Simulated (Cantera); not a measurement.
A perfectly stirred reactor is fed with CO : O₂ : H₂O : N₂ = 0.014 : 0.021 : 0.0019 : 1 (molar parts), at 5.00 bar; it is held at 1398 K, and followed from long to short residence time.

Computed with Cantera and GRI-Mech 3.0 (53 species, 325 reactions).

What does this change do: pressure from 5.00 bar to 10.0 bar?


| quantity | before | after |
|---|---|---|
| x(CO) at τ = 0.470 s | 0.000161 | 0.000140 |
| x(O₂) at τ = 0.470 s | 0.0137 | 0.0137 |
| x(H₂O) at τ = 0.470 s | 0.00184 | 0.00184 |
| x(OH) at τ = 0.470 s | 1.28e-5 | 7.14e-6 |
| x(NO₂) at τ = 0.470 s | 2.11e-7 | 3.21e-7 |
| x(CO) at τ = 12.0 ms | 0.00199 | 0.00210 |
| x(O₂) at τ = 12.0 ms | 0.0145 | 0.0146 |
| x(H₂O) at τ = 12.0 ms | 0.00181 | 0.00183 |
| x(OH) at τ = 12.0 ms | 3.34e-5 | 1.52e-5 |
| x(NO₂) at τ = 12.0 ms | 5.66e-8 | 1.77e-7 |

What does this change do: H2O 0.0019 to 0.0077 parts?


```
quantity                 before    after
---------------------  --------  -------
x(CO) at τ = 0.470 s   0.000161  9.96e-5
x(O₂) at τ = 0.470 s     0.0137   0.0136
x(H₂O) at τ = 0.470 s   0.00184  0.00742
x(OH) at τ = 0.470 s    1.28e-5  2.06e-5
x(NO₂) at τ = 0.470 s   2.11e-7  5.59e-8
x(CO) at τ = 12.0 ms    0.00199  0.00125
x(O₂) at τ = 12.0 ms     0.0145   0.0141
x(H₂O) at τ = 12.0 ms   0.00181  0.00738
x(OH) at τ = 12.0 ms    3.34e-5  5.78e-5
x(NO₂) at τ = 12.0 ms   5.66e-8  2.20e-8
```
